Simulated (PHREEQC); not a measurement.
# Alkaline etch or developer: speciation

Consider water at 20 °C with 0.0062 mol/kgw CsOH and 0.0024 mol/kgw K3PO4. Closed to the air; pH follows from the charge balance.

Model: ion-association model, wateq4f.dat, run in PHREEQC.

Each row changes one thing in this solution. This is a speciation only: nothing precipitates in the calculation.

```tsv
case	pH	ionic strength (mol/kgw)	HPO4-2 (mol/kgw)	PO4-3 (mol/kgw)	H2PO4- (mol/kgw)
as made	11.99	0.0178	0.00136	0.00103	1.58e-8
K3PO4 from 0.0024 to 0.0012 mol/kgw	11.96	0.0119	0.000731	0.000466	9.59e-9
K3PO4 replaced by NaH2PO4 at the same molality	11.63	0.0121	0.00184	0.000552	5.16e-8
0.00097 mol/kgw H2SO4 added	11.87	0.0184	0.00151	0.000875	2.28e-8
CsOH left out	11.43	0.0103	0.00201	0.000367	9.13e-8
diluted 10-fold with water	11.08	0.00161	0.000226	1.37e-5	2.75e-8
```

Species that the database lacks are ignored. H3PO4, which wateq4f.dat lacks, is added to it with the constant of phreeqc.dat.
